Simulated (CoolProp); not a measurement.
Vapour-liquid equilibrium of benzene (1) + o-xylene (2) at 5.12 bar; x and y are mole fractions of (1).

Model: multi-fluid Helmholtz-energy mixture model, Thol 2012 and Zhou 2012; pair parameters Bell 2016, in CoolProp.

```csv
x,bubble temperature (K),y at the bubble point,dew temperature at overall composition x (K),liquid density (mol/L)
0.05,485.9,0.127,489.2,6.640
0.2,468.8,0.458,482.6,7.062
0.35,453.2,0.678,475.1,7.492
0.5,440.9,0.808,466.2,7.915
0.65,431.8,0.886,455.5,8.336
0.8,424.8,0.940,441.8,8.777
0.95,418.8,0.985,423.4,9.264
```

No azeotrope shows between x = 0.05 and 0.95.

The pair parameters rest on a limited set of measurements; away from them the model extrapolates. The gap from Raoult's law changes sign with composition, which may be real or a fault of the pair parameters; it wasn't checked against measurements.
